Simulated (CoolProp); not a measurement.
Values from CoolProp's reference Helmholtz-energy equation of state, Akasaka 2020.

Q: For R1123, give the phase and the density (kg/m³), fugacity coefficient at 38.95 °C and 4.71 MPa.

A: 
- 38.95 °C and 4.71 MPa: liquid; density 946, fugacity coefficient 0.483
